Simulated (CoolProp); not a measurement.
Saturation properties of nitrogen.

The numbers come from the reference Helmholtz-energy equation of state, Span 2000 in CoolProp.

```
T (°C)   p (MPa)  vapour density (kg/m³)  enthalpy of vaporisation (kJ/kg)  liquid cp (kJ/(kg K))
-------  -------  ----------------------  --------------------------------  ---------------------
-173.75   0.7464                   30.64                             162.3                  2.303
-171.15   0.8917                   36.70                             156.4                  2.374
-168.45    1.063                   44.07                             149.6                  2.467
-165.85    1.249                   52.38                             142.5                  2.583
-163.25    1.457                   62.17                             134.6                  2.736
-160.65    1.690                   73.81                             125.9                  2.947
-158.05    1.947                   87.89                             115.9                  3.255
-155.45    2.233                   105.4                             104.3                  3.743
-152.85    2.549                   128.1                             90.25                  4.650
-150.25    2.897                   160.5                             71.80                  6.983
```

It boils at -195.8 °C under 1 atm.
